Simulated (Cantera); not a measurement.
An isothermal, constant-pressure homogeneous reactor starts with CO : O₂ : H₂O : N₂ = 0.017 : 0.05 : 0.07 : 1 (molar parts), equivalence ratio 0.17, at 1073 K and 6.91 atm.

Model: GRI-Mech 3.0 (53 species, 325 reactions), integrated in Cantera.

One state of this run: x CO = 0.00929; x O₂ = 0.0413; x H₂O = 0.0617; x N₂O = 9.02e-8; x H₂O₂ = 2.73e-6; x NO = 7.49e-12. x: mole fraction; the columns are a selection and need not sum to one.

Q: Which value of t (s) does it belong to?
A. 0.0816
B. 0.571
C. 4.00
D. 0.00441

A: A, 0.0816
